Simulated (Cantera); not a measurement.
Feed: 1 mol Al, 0.28 mol NH3, 4.7 mol H2, at 1775 K and 1.33 mbar.

Method: chemical equilibrium by Gibbs-energy minimisation in Cantera with the NASA 1993 tables (ideal gas, pure condensed phases). Candidate condensed phases: Al, AlN; 13 gas species. The numbers say what is thermodynamically allowed, not how fast it happens.

Question: What is the equilibrium state?

Answer: 
```
Item                                  Value
--------------------------------  ---------
x(H2)                                 0.868
x(Al)                                 0.122
x(H)                                0.00738
x(AlH)                              0.00203
x(N2)                              0.000776
x(Al2)                              2.27e-5
n(AlN(s))                         0.271 mol
gas amount                        5.869 mol
log10 activity of Al(l) (absent)      -0.56
```
